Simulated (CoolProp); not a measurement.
Model: reference Helmholtz-energy equation of state, Wu 2011, in CoolProp.

### Question
Give the vapour pressure (kPa), liquid density (kg/m³), liquid cp (kJ/(kg K)), vapour Z of saturated dimethyl ether at 307.9 K.

### Answer
```tsv
T (K)	p (kPa)	liquid density (kg/m³)	liquid cp (kJ/(kg K))	vapour Z
307.9	774	645	2.49	0.858
```
